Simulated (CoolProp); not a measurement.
Dimethyl carbonate at several states: density (kg/m³) from the reference equation and from simpler models built on Tc = 557.0 K, pc = 4.909 MPa, ω = 0.346; each cubic takes its own stable root.

Values from CoolProp's reference Helmholtz-energy equation of state, Zhou 2011.

| T (K) | p (MPa) | phase | reference |
|---|---|---|---|
| 507.4 | 2.65 | liquid | 718.4 |
| 403.3 | 0.0879 | gas | 2.404 |
| 384 | 13.1 | liquid | 965.0 |

Problem. How far does each simpler model (Redlich-Kwong, Peng-Robinson) lie from the reference over these 3 states: mean and median of the absolute difference, and the worst?

Solution. 
- Redlich-Kwong: mean 34.0 %, median 13.2 %, worst -88.5 % at 507.4 K and 2.65 MPa
- Peng-Robinson: mean 2.6 %, median 1.5 %, worst -6.3 % at 507.4 K and 2.65 MPa

At some of these states Redlich-Kwong gives the other phase, because its saturation line lies elsewhere.
